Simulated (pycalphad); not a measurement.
# Phase fractions of Al-48.8Si (at.%)

CALPHAD calculation (pycalphad, COST 507 light-alloy database (1999)), 1 atm. The data set is of 1999 and partly superseded. Amounts are mole fractions of atoms.

| T (K) | LIQUID | DIAMOND_A4 | FCC_A1 |
|---|---|---|---|
| 1350 | 1.000 | - | - |
| 1250 | ___ | ___ | - |
| 1150 | 0.771 | 0.229 | - |
| 1050 | ___ | ___ | - |
| 950 | 0.629 | 0.371 | - |
| 850 | - | 0.480 | 0.520 |
| 750 | - | 0.485 | 0.515 |
| 650 | - | 0.487 | 0.513 |
| 550 | - | 0.488 | 0.512 |

Problem. Fill in the missing entries.

Solution. 
- 1250, LIQUID: 0.884
- 1250, DIAMOND_A4: 0.116
- 1050, LIQUID: 0.690
- 1050, DIAMOND_A4: 0.310

FCC_A1 is fcc; DIAMOND_A4 is diamond (Si).
